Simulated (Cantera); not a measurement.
## Low-pressure radical oxidation in H2/O2

An isothermal, constant-pressure homogeneous reactor starts with 8.00 % H2, 92.0 % O2, equivalence ratio 0.043, at 1273 K and 0.0130 bar.

Detailed kinetics in Cantera: the H2/O2 subset of GRI-Mech 3.0, which has no nitrogen chemistry. Radical loss at walls, strong at low pressure, is not modelled. The temperature is held fixed by assumption; the heat of reaction is taken as removed at once.

```csv
t (s),x H2,x O2,x H,x HO2,x O
1.00e-5,0.0800,0.920,2.13e-9,2.42e-9,3.18e-10
4.60e-5,0.0800,0.920,8.03e-9,1.11e-8,5.12e-9
0.000211,0.0800,0.920,7.99e-8,5.14e-8,1.13e-7
0.000972,0.0783,0.919,0.000476,1.41e-6,0.000728
0.00447,0.00186,0.863,0.0140,3.87e-6,0.0461
0.0206,0.00126,0.883,0.00729,3.63e-6,0.0295
0.0946,0.000291,0.909,0.000755,2.20e-6,0.00645
0.435,2.11e-5,0.916,1.46e-5,4.42e-7,0.000464
2.00,1.65e-6,0.917,3.20e-7,5.62e-8,3.63e-5
```
x: mole fraction; the columns are a selection and need not sum to one.

Equilibrium at this temperature and pressure: H2 4.09e-8, O2 0.917, H 1.27e-9, HO2 2.68e-8, O 9.09e-7 (gas phase only).
